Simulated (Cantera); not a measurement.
Input: 1 mol H2S, 0.34 mol H2O, at 7.10 bar.

Method: chemical equilibrium by Gibbs-energy minimisation in Cantera with the NASA 1993 tables (ideal gas, pure condensed phases). Candidate condensed phases: H2O, H2SO4, S; 19 gas species. Kinetics and transport are ignored. All values below are at 2523 K.

Base state: H2 0.455, S2 0.190, H2O 0.168, H2S 0.101, SH 0.0526, SO 0.0122, S 0.00790, H 0.00703 (mole fractions); condensed: gas only.

Task: What changes in the equilibrium state with this change: pressure from 7.10 bar to 28.0 mbar?

Result: 
```
species    before     after
-------  --------  --------
H2          0.455     0.468
S2          0.190     0.122
H         0.00703     0.114
H2O         0.168    0.0704
H2S         0.101   0.00522
S         0.00790     0.100
SO         0.0122    0.0633
SH         0.0526    0.0427
O         5.59e-6  0.000578
O2        8.44e-7   3.56e-5
OH       0.000551   0.00363
S2O       0.00140  0.000363
SO2       0.00470   0.00995
```
